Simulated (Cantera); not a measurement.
Cantera with NASA thermochemical tables; ideal gases at 1 bar, condensed phases pure. Values are per mole of reaction as written; species without (g) are pure solids or liquids, kept so even where they would boil at 1 bar.

Task: Between 1850 and 2300 K, where is each reaction favourable under standard conditions?
- 3 N2O(g) + 9 CuF2 = 6 NF3(g) + 9 Cu + O3(g)

Result: 
- 3 N2O(g) + 9 CuF2 = 6 NF3(g) + 9 Cu + O3(g): ΔG° is 3163 kJ at 1850 K and 3146 kJ at 2300 K; it stays positive (K < 1). ΔH° is 3184 kJ and ΔS° 17 J/K at 2300 K.
